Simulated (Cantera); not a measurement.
A closed system holds: 1 mol Si3N4, 4.2 mol N2, held at 7.80 Pa.

Cantera equilibrium calculation (NASA polynomials, part measured and part estimated; ideal gas, pure solids and liquids). Candidate condensed phases: Si, Si3N4; 7 gas species. The tables' values for SiN are old estimates; treat these amounts as uncertain. The numbers say what is thermodynamically allowed, not how fast it happens.

**Question.** At 1900 K, list the 4 most abundant gas species with their mole fractions, and the condensed phases.

**Answer.** N2 0.836, Si 0.162, Si2 0.00130, Si2N 0.000632. Condensed: Si(l).
